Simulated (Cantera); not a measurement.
Cantera with NASA thermochemical tables; ideal gases at 1 bar, condensed phases pure. Values are per mole of reaction as written; species without (g) are pure solids or liquids, kept so even where they would boil at 1 bar. The tables' values for BOCl are old estimates.

Problem. Between 1775 and 2150 K, where is each reaction favourable under standard conditions?
- O3(g) + 6 BOCl(g) ⇌ 3 Cl2(g) + 3 B2O3(g)
- 6 Cl(g) + B2O3(g) ⇌ 3 O(g) + 2 BCl3(g)
- B2O3(g) ⇌ 3 O(g) + 2 B

Solution. 
- O3(g) + 6 BOCl(g) ⇌ 3 Cl2(g) + 3 B2O3(g): ΔG° is -490 kJ at 1775 K and -434 kJ at 2150 K; it stays negative (K > 1). ΔH° is -758 kJ and ΔS° -151 J/K at 2150 K.
- 6 Cl(g) + B2O3(g) ⇌ 3 O(g) + 2 BCl3(g): ΔG° is 438 kJ at 1775 K and 522 kJ at 2150 K; it stays positive (K < 1). ΔH° is 38 kJ and ΔS° -225 J/K at 2150 K.
- B2O3(g) ⇌ 3 O(g) + 2 B: ΔG° is 1176 kJ at 1775 K and 1083 kJ at 2150 K; it stays positive (K < 1). ΔH° is 1616 kJ and ΔS° 248 J/K at 2150 K.
